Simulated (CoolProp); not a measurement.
A single-stage vapour-compression cycle with the fluid: evaporating at 282.15 K (dew point), condensing at 341.15 K (bubble point), superheat 2 K, subcooling 8 K, compressor efficiency 0.8, no pressure losses. The same conditions are run with several fluids, on thermodynamics alone (safety and materials aside).

Computed with CoolProp (reference Helmholtz-energy equation of state of each fluid (R365MFC: Lemmon 2016; R21: Platzer 1990; dimethyl ether: Wu 2011; isobutane: Bücker 2006; R134a: Tillner-Roth 1994; trans-2-butene: Lemmon 2005)). The equations of Platzer and Polt are older, rougher fits.

Question: Rank R365MFC, R21, dimethyl ether, isobutane, R134a, trans-2-butene by cooling COP, highest first.

Answer: R21 (3.28), trans-2-butene (3.13), dimethyl ether (3.07), R365MFC (3.05), isobutane (2.93), R134a (2.81)

```tsv
fluid	pressure ratio	discharge temperature (K)	refrigerating effect (kJ/kg)	volumetric capacity (kJ/m³)
R365MFC	8.81	341.2	133	241
R21	6.29	383.6	186	856
dimethyl ether	4.79	364.9	299	2300
isobutane	4.88	342.0	221	1250
R134a	5.05	355.1	118	2290
trans-2-butene	5.53	350.1	279	954
```

The compression ends wet for: R365MFC.
